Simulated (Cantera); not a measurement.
Input (Python, Cantera) and output of one run.

```python
import numpy as np
import cantera as ct

gas_names = """
    Mg MgO MgS Mg2 O O2 O3 S SO SO2 SO3 S2 S2O S8
""".split()
cond_names = """
    Mg(cr) Mg(L) MgO(s) MgO(L) MgS(s) MgSO4(s) MgSO4(L) S(cr1) S(cr2) S(L)
""".split()


# ... load() reads the species with a 1 bar reference pressure and builds the phases ...
atoms = {
    'MgO': {'Mg': 1, 'O': 1},
    'SO3': {'S': 1, 'O': 3},
    'O2': {'O': 2},
}
top_T = {'MgS(s)': 2250}  # K; cautious upper limits of use, not melting points


# ... equilibrate(T, P, feed) seeds the gas with the atoms and calls Mixture.equilibrate('TP', solver="vcs", rtol=1e-11, max_steps=5000) ...
results = []
feed = {'MgO': 1, 'SO3': 1.6, 'O2': 5.7}  # mol
P = 13332.2  # Pa
for T in [975, 1025, 1075, 1125, 1175, 1225, 1275]:
    mix = equilibrate(T, P, feed)
    results.append((T, P, feed, dict(zip(mix.species_names, mix.species_moles))))

top = {s: max(r[3][s] / sum(r[3][g] for g in gas_names) for r in results) for s in gas_names}
cols = sorted((s for s in top if top[s] > 0.0001), key=lambda s: -top[s])[:8]
seen = [c for c in cond_names if any(r[3].get(c, 0) > 1e-12 for r in results)]
print("log10 of partial pressures in bar; condensed amounts in mol")
print(f"{'T/K':>10s}" + "".join(f"{s[:9]:>10s}" for s in cols + seen))
for T, P, feed, n in results:
    ng = sum(n[g] for g in gas_names)
    print(f"{T:10.4g}" + "".join(f"{np.log10(max(n[s] / ng * P / 1e5, 1e-99)):10.3f}" for s in cols)
          + "".join(f"{n.get(c, 0):10.4g}" for c in seen))
```

Output:

```
log10 of partial pressures in bar; condensed amounts in mol
       T/K        O2       SO2       SO3    MgO(s)  MgSO4(s)
       975    -0.917    -2.174    -2.245         0         1
      1025    -0.917    -2.078    -2.404         0         1
      1075    -0.917    -2.018    -2.575         0         1
      1125    -0.917    -1.982    -2.749         0         1
      1175    -0.917    -1.960    -2.918         0         1
      1225    -0.971    -1.606    -2.767         1         0
      1275    -0.971    -1.598    -2.921         1         0
```

Method: chemical equilibrium by Gibbs-energy minimisation in Cantera with the NASA 1993 tables (ideal gas, pure condensed phases).
